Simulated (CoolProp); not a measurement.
Acetone at several states: density (kg/m³) from the reference equation and from simpler models built on Tc = 508.1 K, pc = 4692 kPa, ω = 0.307; each cubic takes its own stable root.

Computed with CoolProp (reference Helmholtz-energy equation of state, Lemmon 2006). It is a short technical equation, of lower accuracy than the large ones.

| T (K) | p (kPa) | phase | reference | van der Waals | Redlich-Kwong | Soave-Redlich-Kwong | Peng-Robinson |
|---|---|---|---|---|---|---|---|
| 468.2 | 9520 | liquid | 577.9 | 329.9 | 431.0 | 443.6 | 498.5 |
| 258.7 | 363 | liquid | 827.9 | 421.1 | 624.7 | 642.1 | 722.3 |
| 467.7 | 29.4 | gas | 0.4406 | 0.4401 | 0.4403 | 0.4403 | 0.4405 |
| 332.5 | 196 | liquid | 745.2 | 4.264 | 4.325 | 583.7 | 659.7 |
| 540 | 6160 | supercritical | 179.6 | 196.3 | 180.7 | 158.6 | 168.2 |
| 219.8 | 101 | liquid | 869.0 | 438.3 | 652.7 | 665.7 | 747.2 |

At some of these states van der Waals, Redlich-Kwong gives the other phase, because its saturation line lies elsewhere.
